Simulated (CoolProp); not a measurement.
Propyne along the isobar 2980 kPa: fugacity coefficient from the reference equation and from simpler models built on Tc = 402.7 K, pc = 5658 kPa, ω = 0.204; each cubic takes its own stable root.

Values from CoolProp's reference Helmholtz-energy equation of state, Polt 1992. This equation is an older, rougher fit; its heat capacities, sound speeds and derivatives of the liquid may be far off and weren't checked against measurements.

| T (K) | phase | reference |
|---|---|---|
| 300.7 | liquid | 0.2010 |
| 312 | liquid | 0.2660 |
| 323.3 | liquid | 0.3433 |
| 334.6 | liquid | 0.4329 |
| 345.9 | liquid | 0.5345 |
| 357.2 | liquid | 0.6469 |
| 368.5 | gas | 0.7570 |
| 379.8 | gas | 0.7825 |

Problem. How far does each simpler model (Soave-Redlich-Kwong, Peng-Robinson) lie from the reference over these 8 states: mean and median of the absolute difference, and the worst?

Solution. 
- Soave-Redlich-Kwong: mean 2.7 %, median 3.2 %, worst +3.6 % at 323.3 K and 2980 kPa
- Peng-Robinson: mean 0.9 %, median 0.9 %, worst -1.3 % at 379.8 K and 2980 kPa
